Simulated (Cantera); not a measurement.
What does this Cantera script print?

```python
import numpy as np
import cantera as ct

gas_names = """
    H HNO HNO2 HNO3 HO2 H2 H2O H2O2 N NH NH2 NH3 NH2OH NO NO2 NO3 N2 N2H2 N2H4 N2O O OH O2 O3 Ti TiO
    TiO2
""".split()
cond_names = """
    H2O(s) H2O(L) Ti(a) Ti(b) Ti(L) TiN(s) TiN(L) TiO(a) TiO(b) TiO(L) TiO2(ru) TiO2(L) Ti2O3(a)
    Ti2O3(b) Ti2O3(L) Ti3O5(a) Ti3O5(b) Ti3O5(L) Ti4O7(s) Ti4O7(L)
""".split()


def load(file, names, dense=False):
    # The tables refer to 1 bar. Condensed volumes are neglected.
    table = {s.name: s for s in ct.Species.list_from_file(file)}
    out = []
    for n in names:
        d = dict(table[n].input_data)
        d["thermo"] = dict(d["thermo"], **{"reference-pressure": 1e5})
        if dense:
            d["equation-of-state"] = {"model": "constant-volume", "density": "1e6 g/cm^3"}
        out.append(ct.Species.from_dict(d))
    return out


gas = ct.Solution(thermo="ideal-gas", species=load("nasa_gas.yaml", gas_names))
cond = {s.name: ct.Solution(thermo="fixed-stoichiometry", species=[s], name=s.name)
        for s in load("nasa_condensed.yaml", cond_names, dense=True)}
atoms = {
    'Ti': {'Ti': 1},
    'O2': {'O': 2},
    'N2': {'N': 2},
    'H2O': {'H': 2, 'O': 1},
}
top_T = {}  # K; cautious upper limits of use, not melting points


def equilibrate(T, P, feed):
    n = {}
    for name, mol in feed.items():
        for a, k in atoms[name].items():
            n[a] = n.get(a, 0.0) + k * mol
    gas.TPX = T, P, n
    mass = sum(n.values()) * gas.mean_molecular_weight
    gas.equilibrate("TP")
    valid = [c for c in cond.values() if c.min_temp <= T <= top_T.get(c.name, c.max_temp)]
    mix = ct.Mixture([(gas, mass / gas.mean_molecular_weight)] + [(c, 0.0) for c in valid])
    mix.T, mix.P = T, P
    mix.equilibrate("TP", solver="vcs", rtol=1e-11, max_steps=5000)
    return mix


results = []
feed = {'Ti': 1, 'O2': 7.4, 'N2': 1.8, 'H2O': 0.26}  # mol
T = 1700  # K
P = 1300  # Pa
mix = equilibrate(T, P, feed)
results.append((T, P, feed, dict(zip(mix.species_names, mix.species_moles))))
x = sorted(zip(gas.X, gas.species_names), reverse=True)
print(f"T = {T:g} K  P = {P:g} Pa  gas = {mix.phase_moles(0):.4g} mol")
print("   x: " + "  ".join(f"{s} {v:.3e}" for v, s in x if v > 0.0001))
print("   condensed (mol): " + ("  ".join(f"{mix.phase(i).name} {mix.phase_moles(i):.4g}"
      for i in range(1, mix.n_phases) if mix.phase_moles(i) > 1e-12) or "none"))
```

Result:

```
T = 1700 K  P = 1300 Pa  gas = 8.463 mol
   x: O2 7.544e-01  N2 2.113e-01  H2O 3.031e-02  NO 2.847e-03  OH 8.161e-04  O 3.405e-04
   condensed (mol): TiO2(ru) 1
```

Cantera equilibrium calculation (NASA polynomials, part measured and part estimated; ideal gas, pure solids and liquids).
